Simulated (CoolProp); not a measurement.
A closed Brayton cycle with dry air: compressor inlet 306.15 K and 5.8 MPa, high pressure 18.6 MPa, turbine inlet 720 K, compressor efficiency 0.8, turbine efficiency 0.9, recuperator effectiveness 0.9 (on enthalpy, no pinch check). Each further row changes one setting.

Model: reference Helmholtz-energy equation of state, Lemmon 2000, in CoolProp. It is a pseudo-pure fit of the blend.

| case | thermal efficiency (%) | net work (kJ/kg) | compressor to turbine work | compressor exit (K) | turbine exit (K) |
|---|---|---|---|---|---|
| as stated | 17.8 | 37.1 | 0.81 | 458.3 | 543.2 |
| turbine inlet 670 K | ___ | ___ | 0.87 | 458.3 | ___ |
| compressor inlet 316.15 K | 15.4 | 31.6 | 0.84 | ___ | 543.2 |
| high pressure 15.8 MPa | 20.6 | ___ | 0.77 | ___ | ___ |
| recuperator effectiveness 0.5 | 15.2 | 37.1 | 0.81 | 458.3 | 543.2 |

Fill in the missing entries.


- turbine inlet 670 K, thermal efficiency (%): 12.3
- turbine inlet 670 K, net work (kJ/kg): 23.4
- turbine inlet 670 K, turbine exit (K): 503.8
- compressor inlet 316.15 K, compressor exit (K): 473.0
- high pressure 15.8 MPa, net work (kJ/kg): 39.0
- high pressure 15.8 MPa, compressor exit (K): 433.8
- high pressure 15.8 MPa, turbine exit (K): 565.1
